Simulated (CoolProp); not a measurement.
The numbers come from the reference Helmholtz-energy equation of state, Akasaka 2015 in CoolProp.

**Question.** Give the vapour pressure (MPa), enthalpy of vaporisation (kJ/kg), vapour Z, surface tension (mN/m) of saturated R245fa at -2.85, 22.55, 43.75 °C.

**Answer.** 
| T (°C) | p (MPa) | enthalpy of vaporisation (kJ/kg) | vapour Z | surface tension (mN/m) |
|---|---|---|---|---|
| -2.85 | 0.0467 | 206 | 0.975 | 17.3 |
| 22.55 | 0.136 | 193 | 0.948 | 13.9 |
| 43.75 | 0.283 | 180 | 0.914 | 11.3 |

Surface tension comes from a separate correlation (Mulero 2012).
